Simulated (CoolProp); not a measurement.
CHF3 (R23) along the isotherm 336.3 K: Z from the reference equation and from simpler models built on Tc = 299.3 K, pc = 4832 kPa, ω = 0.263; each cubic takes its own stable root.

Computed with CoolProp (reference Helmholtz-energy equation of state, Penoncello 2003).

```csv
p (kPa),phase,reference,van der Waals,Soave-Redlich-Kwong,Peng-Robinson
805,gas,0.9590,0.9618,0.9616,0.9561
1610,gas,0.9163,0.9211,0.9219,0.9111
2420,gas,0.8715,0.8770,0.8804,0.8647
3220,gas,0.8252,0.8297,0.8377,0.8176
4030,gas,0.7761,0.7769,0.7927,0.7686
4830,gas,0.7252,0.7181,0.7465,0.7190
5640,supercritical,0.6711,0.6493,0.6983,0.6681
6440,supercritical,0.6155,0.5706,0.6502,0.6184
7250,supercritical,0.5585,0.4968,0.6036,0.5713
8050,supercritical,0.5059,0.4657,0.5645,0.5321
8860,supercritical,0.4638,0.4641,0.5363,0.5035
9660,supercritical,0.4381,0.4744,0.5209,0.4871
10500,supercritical,0.4262,0.4910,0.5154,0.4799
11300,supercritical,0.4245,0.5096,0.5171,0.4797
12100,supercritical,0.4287,0.5297,0.5232,0.4838
```
